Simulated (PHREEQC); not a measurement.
A solution holds 0.25 mol/kgw HF, 0.00014 mol/kgw NH4HF2 and 0.0002 mol/kgw H2SiF6, at 20 °C. Closed to the air; pH follows from the charge balance.

All values are PHREEQC results (ion-association model, phreeqc.dat), not measurements.

Each row changes one thing in this solution. Precipitation was switched off in this run.

| case | pH | ionic strength (mol/kgw) | HF (mol/kgw) | F- (mol/kgw) | HF2- (mol/kgw) | SI of Quartz (SiO2) |
|---|---|---|---|---|---|---|
| as made | 1.76 | 0.0200 | 0.222 | 0.0107 | 0.00874 | -11.04 |
| diluted 10-fold with water | 2.39 | 0.00433 | 0.0205 | 0.00398 | 0.000299 | -6.98 |
| NH4HF2 from 0.00014 to 1.4e-05 mol/kgw | 1.75 | 0.0200 | 0.222 | 0.0106 | 0.00870 | -11.04 |
| temperature from 20 to 15 °C | [?] | 0.0207 | 0.222 | [?] | 0.00877 | -11.37 |
| NH4HF2 replaced by NaF at the same molality | 1.76 | 0.0200 | 0.222 | 0.0107 | [?] | -11.04 |
| NH4HF2 left out | 1.75 | 0.0199 | 0.222 | 0.0106 | 0.00870 | -11.04 |
| HF left out | 3.20 | 0.000802 | [?] | 0.000762 | [?] | +0.33 |
| 0.41 mol/kgw TMAH added | 13.18 | 0.410 | 1.34e-11 | 0.252 | 1.21e-11 | -3.56 |

Fill in the missing entries.


- temperature from 20 to 15 °C, pH: 1.74
- temperature from 20 to 15 °C, F- (mol/kgw): 0.0113
- NH4HF2 replaced by NaF at the same molality, HF2- (mol/kgw): 0.00873
- HF left out, HF (mol/kgw): 0.000637
- HF left out, HF2- (mol/kgw): 1.79e-6

Complexes and solids missing from the database can't appear. Some of these states are supersaturated (in Quartz (slow to form), for instance). (CH3)4N+ isn't in the database: it is added as a free cation with an ion size of 4 Å. SiF6-2 is the database's only silicon fluoride.
